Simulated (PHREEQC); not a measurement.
0.013 g of hydrous ferric oxide (600 m²/g; 0.2 weak and 0.005 strong sites per Fe, Dzombak-Morel constants, diffuse double layer) in 1 kg of water with 0.1 mol/kgw of an inert sodium salt and 4.7e-08 mol/kgw SrCl2 and 8.7e-06 mol/kgw NaF, at 25 °C; the pH is set by adding NaOH or the inert anion's acid. Oxygen is held at 0.21 atm. The system is closed to CO2. Precipitation was switched off in this run.

Base run: PHREEQC, ion-association model, wateq4f.dat. Each further column changes one thing. The table gives Sr sorbed (%).

```
pH     base  no electrostatic term (-no_edl)  background salt from 0.1 to 0.01 mol/kgw  oxide from 0.013 to 0.065 g/kgw  1.5e-05 mol/kgw CaCl2 added
-----  ----  -------------------------------  ----------------------------------------  -------------------------------  ---------------------------
4       0.0                              0.0                                       0.0                              0.0                          0.0
4.67    0.0                              0.0                                       0.0                              0.0                          0.0
6       0.0                              0.1                                       0.0                              0.0                          0.0
6.67    0.0                              0.6                                       0.0                              0.1                          0.0
7.33    0.1                              1.5                                       0.1                              0.6                          0.1
8.67   15.6                              1.9                                      29.7                             48.2                          4.1
9.33   64.6                              1.0                                      86.3                             90.5                          7.9
10     93.5                              0.5                                      98.8                             98.7                         17.9
11.33  99.6                              0.8                                     100.0                             99.9                         41.3
12     99.7                              2.5                                     100.0                             99.9                         48.9
```
